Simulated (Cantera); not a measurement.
Mixture: CO : H2 : O2 : N2 = 1 : 1 : 1.64 : 6.16 (molar parts), equivalence ratio 0.61, at 2330 Torr, adiabatic and at constant volume. Ignition delay is the time to a rise of 400 K.

Cantera simulation using GRI-Mech 3.0 (53 species, 325 reactions); the numbers are that mechanism's predictions, not measurements. The hydrogen kinetics of GRI-Mech 3.0 are dated; newer H2 mechanisms differ, most at raised pressure. Where the delays flatten at high temperature, the 400 K rule measures the pace of heat release, not the induction time.

### Question
What does this change do: O2 1.64 to 0.56 parts?

### Answer
```json
[
 {"quantity": "delay at 1125 K", "before": "49.4 µs", "after": "88.2 µs"},
 {"quantity": "delay at 1225 K", "before": "19.2 µs", "after": "35.5 µs"},
 {"quantity": "delay at 1325 K", "before": "11.4 µs", "after": "21.3 µs"},
 {"quantity": "delay at 1425 K", "before": "8.07 µs", "after": "15.2 µs"},
 {"quantity": "delay at 1525 K", "before": "6.37 µs", "after": "12.1 µs"}
]
```
